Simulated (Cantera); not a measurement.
Input (Python, Cantera) and output of one run.

```python
import numpy as np
import cantera as ct

gas_names = """
    B BN BO BO2 B2 B2O B2O2 B2O3 N NO NO2 NO3 N2 N2O O O2 O3
""".split()
cond_names = """
    B(b) B(L) BN(s) B2O3(L)
""".split()


# ... load() reads the species with a 1 bar reference pressure and builds the phases ...
atoms = {
    'BN': {'B': 1, 'N': 1},
    'O2': {'O': 2},
    'N2': {'N': 2},
}
top_T = {'BN(s)': 3200}  # K; cautious upper limits of use, not melting points


# ... equilibrate(T, P, feed) seeds the gas with the atoms and calls Mixture.equilibrate('TP', solver="vcs", rtol=1e-11, max_steps=5000) ...
results = []
feed = {'BN': 1, 'O2': 0.4, 'N2': 0.5}  # mol
T = 1800  # K
P = 100000  # Pa
mix = equilibrate(T, P, feed)
results.append((T, P, feed, dict(zip(mix.species_names, mix.species_moles))))
print(gas.report(threshold=0.001))
for i in range(1, mix.n_phases):
    print(f"{mix.phase(i).name:16s} {mix.phase_moles(i):12.5e} mol")
```

Output:

```
       temperature   1800 K
          pressure   1e+05 Pa
           density   0.18817 kg/m^3
  mean mol. weight   28.161 kg/kmol
   phase of matter   gas

                          1 kg             1 kmol
                     ---------------   ---------------
          enthalpy        1.6445e+06         4.631e+07  J
   internal energy         1.113e+06        3.1344e+07  J
           entropy            8847.9        2.4916e+05  J/K
    Gibbs function       -1.4282e+07       -4.0219e+08  J
 heat capacity c_p            1272.5             35834  J/K
 heat capacity c_v            977.24             27520  J/K

                      mass frac. Y      mole frac. X     chem. pot. / RT
                     ---------------   ---------------   ---------------
              B2O3         0.0084736         0.0034277           -105.34
                N2           0.99116           0.99636           -26.594
     [  +15 minor]        0.00036395        0.00021255

B(b)              0.00000e+00 mol
BN(s)             4.66569e-01 mol
B2O3(L)           2.63931e-01 mol
```

Equilibrium computed with Cantera from the NASA thermochemical tables; the gas is ideal and each condensed phase is pure. Mutual solubility and eutectic melting of coexisting phases are not modelled.
